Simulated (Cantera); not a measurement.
## Pyrogenic steam for wet oxidation

An isothermal, constant-pressure homogeneous reactor starts with H₂ : O₂ : N₂ = 1.9 : 1 : 1 (molar parts), equivalence ratio 0.95, at 1075 K and 1.00 bar.

Model: the H2/O2 subset of GRI-Mech 3.0, which has no nitrogen chemistry, integrated in Cantera. The temperature is held fixed by assumption; the heat of reaction is taken as removed at once.

```
t (s)         x H₂    x O₂       x H     x HO₂       x O  x H₂O    x H₂O₂
--------  --------  ------  --------  --------  --------  -----  --------
0.000100     0.141  0.0863   0.00375  0.000272  0.000569  0.454   1.85e-5
0.000359     0.107  0.0692   4.79e-6  0.000133   7.51e-7  0.503  0.000128
0.00129      0.104  0.0681   6.77e-6  0.000135   1.06e-6  0.506  0.000186
0.00464     0.0939  0.0629   7.85e-6  0.000136   1.24e-6  0.520  0.000205
0.0167      0.0658  0.0492   5.51e-6  0.000107   9.24e-7  0.557  0.000128
0.0599      0.0259  0.0296   2.34e-6   5.94e-5   4.74e-7  0.610   4.01e-5
0.215      0.00319  0.0185   2.84e-7   1.88e-5   8.70e-8  0.640   4.10e-6
0.774     0.000176  0.0170   6.97e-9   2.37e-6   2.53e-9  0.644   7.99e-8
2.78       3.46e-6  0.0170  1.12e-10   7.89e-8  5.41e-11  0.644  6.55e-10
10.0       3.67e-9  0.0169    <1e-12   1.12e-9  1.55e-10  0.644  5.24e-10
```
x: mole fraction; the columns are a selection and need not sum to one.

Equilibrium at this temperature and pressure: H₂ 3.49e-9, O₂ 0.0169, H <1e-12, HO₂ 1.09e-9, O 1.72e-10, H₂O 0.644, H₂O₂ 5.78e-10 (gas phase only).
